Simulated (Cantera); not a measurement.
Source: NASA polynomial tables (part measured, part estimated), evaluated in Cantera. Values are per mole of reaction as written; species without (g) are pure solids or liquids, kept so even where they would boil at 1 bar.

2 CuF2 + H2O(g) = Cu2O + 4 F(g) + 2 H(g)

```json
[
 {"T (K)": "1050", "ΔH° (kJ)": "[?]", "ΔS° (J/K)": "[?]", "ΔG° (kJ)": "[?]", "log10 K": "[?]", "condensed phases": "CuF2(s), Cu2O(s)"},
 {"T (K)": "1150", "ΔH° (kJ)": "1790.8", "ΔS° (J/K)": "519.4", "ΔG° (kJ)": "1193.5", "log10 K": "-54.21", "condensed phases": "CuF2(l), Cu2O(s)"},
 {"T (K)": "1250", "ΔH° (kJ)": "1787.5", "ΔS° (J/K)": "516.7", "ΔG° (kJ)": "1141.7", "log10 K": "-47.71", "condensed phases": "CuF2(l), Cu2O(s)"},
 {"T (K)": "1350", "ΔH° (kJ)": "1784.5", "ΔS° (J/K)": "514.3", "ΔG° (kJ)": "1090.1", "log10 K": "-42.18", "condensed phases": "CuF2(l), Cu2O(s)"},
 {"T (K)": "1450", "ΔH° (kJ)": "1781.6", "ΔS° (J/K)": "512.3", "ΔG° (kJ)": "1038.8", "log10 K": "-37.42", "condensed phases": "CuF2(l), Cu2O(s)"},
 {"T (K)": "1550", "ΔH° (kJ)": "[?]", "ΔS° (J/K)": "[?]", "ΔG° (kJ)": "[?]", "log10 K": "[?]", "condensed phases": "CuF2(l), Cu2O(l)"},
 {"T (K)": "1650", "ΔH° (kJ)": "1841.4", "ΔS° (J/K)": "551.8", "ΔG° (kJ)": "931.0", "log10 K": "-29.47", "condensed phases": "CuF2(l), Cu2O(l)"},
 {"T (K)": "1750", "ΔH° (kJ)": "1839.0", "ΔS° (J/K)": "550.3", "ΔG° (kJ)": "875.9", "log10 K": "-26.14", "condensed phases": "CuF2(l), Cu2O(l)"},
 {"T (K)": "1850", "ΔH° (kJ)": "1836.4", "ΔS° (J/K)": "548.9", "ΔG° (kJ)": "820.9", "log10 K": "-23.18", "condensed phases": "CuF2(l), Cu2O(l)"}
]
```

Question: What belongs in the gaps?

Answer: 
- 1050, ΔH° (kJ): 1903.6
- 1050, ΔS° (J/K): 621.1
- 1050, ΔG° (kJ): 1251.4
- 1050, log10 K: -62.25
- 1550, ΔH° (kJ): 1843.8
- 1550, ΔS° (J/K): 553.3
- 1550, ΔG° (kJ): 986.2
- 1550, log10 K: -33.23
